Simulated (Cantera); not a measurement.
A perfectly stirred reactor is fed with CH4 : H2 : H = 0.044 : 1 : 0.0037 (molar parts), at 0.290 bar; it is held at 2250 K, and followed from long to short residence time.

Computed with Cantera and GRI-Mech 3.0 (53 species, 325 reactions). GRI-Mech 3.0 stops at C3 and has no aromatics, soot or wall deposition, so with more carbon than oxygen in the feed, carbon stays in small species such as C2H2 where larger ones or solid carbon would form.

Q: What does this change do: pressure from 0.290 bar to 0.0220 bar?

A: 
```json
[
 {"quantity": "x(CH4) at τ = 0.470 s", "before": "0.000521", "after": "0.000473"},
 {"quantity": "x(H2) at τ = 0.470 s", "before": "0.966", "after": "0.947"},
 {"quantity": "x(H) at τ = 0.470 s", "before": "0.0135", "after": "0.0327"},
 {"quantity": "x(C2H4) at τ = 0.470 s", "before": "1.09e-5", "after": "1.78e-6"},
 {"quantity": "x(C2H) at τ = 0.470 s", "before": "1.09e-5", "after": "2.65e-5"},
 {"quantity": "x(CH4) at τ = 66.0 ms", "before": "0.00139", "after": "0.00257"},
 {"quantity": "x(H2) at τ = 66.0 ms", "before": "0.966", "after": "0.957"},
 {"quantity": "x(H) at τ = 66.0 ms", "before": "0.0131", "after": "0.0210"},
 {"quantity": "x(C2H4) at τ = 66.0 ms", "before": "1.19e-5", "after": "9.49e-6"},
 {"quantity": "x(C2H) at τ = 66.0 ms", "before": "1.03e-5", "after": "1.58e-5"}
]
```
Radical loss at walls, strong at low pressure, is not modelled.

Q: What does this change do: H2 1 to 0.79 parts?

A: 
| quantity | before | after |
|---|---|---|
| x(CH4) at τ = 0.470 s | 0.000521 | 0.000579 |
| x(H2) at τ = 0.470 s | 0.966 | 0.961 |
| x(H) at τ = 0.470 s | 0.0135 | 0.0135 |
| x(C2H4) at τ = 0.470 s | 1.09e-5 | 1.35e-5 |
| x(C2H) at τ = 0.470 s | 1.09e-5 | 1.36e-5 |
| x(CH4) at τ = 66.0 ms | 0.00139 | 0.00155 |
| x(H2) at τ = 66.0 ms | 0.966 | 0.961 |
| x(H) at τ = 66.0 ms | 0.0131 | 0.0130 |
| x(C2H4) at τ = 66.0 ms | 1.19e-5 | 1.47e-5 |
| x(C2H) at τ = 66.0 ms | 1.03e-5 | 1.28e-5 |
